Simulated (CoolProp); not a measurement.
Saturated liquid density (kg/m³) of fluorine: the reference equation beside estimates from Tc = 144.4 K, pc = 5.240 MPa, ω = 0.045. Rackett uses Z = 0.29056 − 0.08775 ω.

Model: reference Helmholtz-energy equation of state, de Reuck 1990, in CoolProp.

```
T (K)  reference  Rackett  Redlich-Kwong  Soave-Redlich-Kwong  Peng-Robinson
-----  ---------  -------  -------------  -------------------  -------------
111.3       1293     1314           1260                 1260     (withheld)
115.5       1254     1274           1208                 1209     (withheld)
119.7       1211     1230     (withheld)                 1154           1308
123.9       1164     1183           1090                 1094           1239
128.1       1111     1131           1022                 1026           1160
132.3       1050     1071          944.4           (withheld)           1071
136.5      974.5    997.7          853.1                857.8          963.1
140.8      865.7    894.3          731.5           (withheld)          818.4
```

### Question
What belongs in the gaps?

### Answer

- 111.3, Peng-Robinson: 1428
- 115.5, Peng-Robinson: 1371
- 119.7, Redlich-Kwong: 1152
- 132.3, Soave-Redlich-Kwong: 949.3
- 140.8, Soave-Redlich-Kwong: 735.2

Absolute difference from the reference over all 8 rows, mean and median: Rackett 2.0 and 1.7 %, Redlich-Kwong 7.9 and 7.2 %, Soave-Redlich-Kwong 7.6 and 6.8 %, Peng-Robinson 5.9 and 6.0 %.
